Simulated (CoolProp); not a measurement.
Vapour-liquid equilibrium of carbon dioxide (1) + neopentane (2) at 261.9 K; x and y are mole fractions of (1).

Model: multi-fluid Helmholtz-energy mixture model, Span 1996 and Lemmon 2006; pair parameters Bell 2016, in CoolProp.

### Question
Give the bubble pressure and the first vapour's composition at x = 0.2, 0.35, 0.95. Is there an azeotrope?

### Answer
x = 0.2: 0.7463 MPa, y = 0.940; x = 0.35: 1.189 MPa, y = 0.963; x = 0.95: 2.401 MPa, y = 0.995. No azeotrope shows between x = 0.05 and 0.95.

Pair parameters are fitted to limited data, so mixtures are less certain than the pure fluids. The gap from Raoult's law changes sign with composition, which may be real or a fault of the pair parameters; it wasn't checked against measurements.
